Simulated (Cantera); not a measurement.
A closed system holds: 1 mol CH3SiH3, 0.018 mol C2H4, 39 mol H2, equilibrated at 10.0 Torr.

Equilibrium computed with Cantera from the NASA thermochemical tables; the gas is ideal and each condensed phase is pure. Candidate condensed phases: C, C6H6, C7H8, C8H18, Si, SiC; 87 gas species. The feed counts by its element totals alone. Gases not in the tables: Si2H6 and higher silanes. Rates play no part.

Which condensed phases are stable at each of these points (T (K)): 1398, 1448, 1498, 1548, 1598, 1648, 1698, 1748, 1798, 1848, 1898, 1948, 1998, 2048?


```tsv
T (K)	condensed phases	Si condensed (%)
1398	C(graphite) + SiC(s)	100.0
1448	C(graphite) + SiC(s)	100.0
1498	C(graphite) + SiC(s)	100.0
1548	C(graphite) + SiC(s)	100.0
1598	C(graphite) + SiC(s)	100.0
1648	C(graphite) + SiC(s)	100.0
1698	C(graphite) + SiC(s)	100.0
1748	C(graphite) + SiC(s)	100.0
1798	C(graphite) + SiC(s)	100.0
1848	C(graphite) + SiC(s)	99.9
1898	C(graphite) + SiC(s)	99.8
1948	SiC(s)	99.6
1998	SiC(s)	99.0
2048	SiC(s)	97.7
```

From 1398 K to 1898 K the condensed part is C(graphite) + SiC(s). From 1948 K to 2048 K the condensed part is SiC(s).
